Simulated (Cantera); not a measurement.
Cantera run:

```python
import numpy as np
import cantera as ct

gas_names = """
    CL CL2 H HCL H2 N NH NH2 NH3 N2 N2H2 N2H4 Si SiCL SiCL2 SiCL3 SiCL4 SiH SiHCL3 SiH2 SiH2CL2 SiH3
    SiH3CL SiH4 SiN Si2 Si2N Si3
""".split()
cond_names = """
    NH4CL(a) NH4CL(b) Si(cr) Si(L) Si3N4(a)
""".split()


# ... load() reads the species with a 1 bar reference pressure and builds the phases ...
atoms = {
    'SiHCl3': {'Si': 1, 'H': 1, 'CL': 3},
    'NH3': {'N': 1, 'H': 3},
    'H2': {'H': 2},
}
top_T = {'Si3N4(a)': 2400}  # K; cautious upper limits of use, not melting points


# ... equilibrate(T, P, feed) seeds the gas with the atoms and calls Mixture.equilibrate('TP', solver="vcs", rtol=1e-11, max_steps=5000) ...
results = []
feed = {'SiHCl3': 1, 'NH3': 10, 'H2': 0.12}  # mol
P = 1333.22  # Pa
for T in [900, 1000, 1100, 1200, 1300, 1400, 1500, 1600, 1700, 1800, 1900, 2000]:
    mix = equilibrate(T, P, feed)
    results.append((T, P, feed, dict(zip(mix.species_names, mix.species_moles))))

top = {s: max(r[3][s] / sum(r[3][g] for g in gas_names) for r in results) for s in gas_names}
cols = sorted((s for s in top if top[s] > 0.001), key=lambda s: -top[s])[:8]
seen = [c for c in cond_names if any(r[3].get(c, 0) > 1e-12 for r in results)]
print("log10 of partial pressures in bar; condensed amounts in mol")
print(f"{'T/K':>10s}" + "".join(f"{s[:9]:>10s}" for s in cols + seen))
for T, P, feed, n in results:
    ng = sum(n[g] for g in gas_names)
    print(f"{T:10.4g}" + "".join(f"{np.log10(max(n[s] / ng * P / 1e5, 1e-99)):10.3f}" for s in cols)
          + "".join(f"{n.get(c, 0):10.4g}" for c in seen))
```

Output:

```
log10 of partial pressures in bar; condensed amounts in mol
       T/K        H2        N2       HCL     SiCL2         H        Si      SiCL        CL     Si(L)  Si3N4(a)
       900    -2.056    -2.569    -2.733   -10.199   -10.960   -25.275   -20.424   -11.648         0    0.3313
      1000    -2.056    -2.569    -2.732    -8.655    -9.672   -21.229   -17.300   -10.379         0     0.332
      1100    -2.057    -2.570    -2.731    -7.395    -8.616   -17.924   -14.750    -9.338         0    0.3323
      1200    -2.057    -2.570    -2.731    -6.350    -7.733   -15.175   -12.629    -8.470         0    0.3322
      1300    -2.056    -2.569    -2.733    -5.472    -6.984   -12.853   -10.841    -7.734         0    0.3305
      1400    -2.056    -2.568    -2.741    -4.738    -6.341   -10.867    -9.320    -7.110         0     0.322
      1500    -2.055    -2.563    -2.769    -4.150    -5.782    -9.152    -8.030    -6.589         0    0.2931
      1600    -2.052    -2.554    -2.836    -3.730    -5.290    -7.658    -6.952    -6.177         0    0.2299
      1700    -2.048    -2.541    -2.945    -3.466    -4.856    -6.346    -6.057    -5.862         0    0.1438
      1800    -2.052    -2.522    -2.983    -3.424    -4.472    -5.498    -5.518    -5.519    0.3583         0
      1900    -2.056    -2.523    -2.969    -3.451    -4.128    -4.899    -5.148    -5.164    0.3698         0
      2000    -2.061    -2.525    -2.960    -3.480    -3.819    -4.361    -4.818    -4.847    0.3335         0
```

Method: chemical equilibrium by Gibbs-energy minimisation in Cantera with the NASA 1993 tables (ideal gas, pure condensed phases). The tables' values for SiCl, SiCl3, SiN are old estimates; treat these amounts as uncertain. Gases not in the tables: Si2H6 and higher silanes.
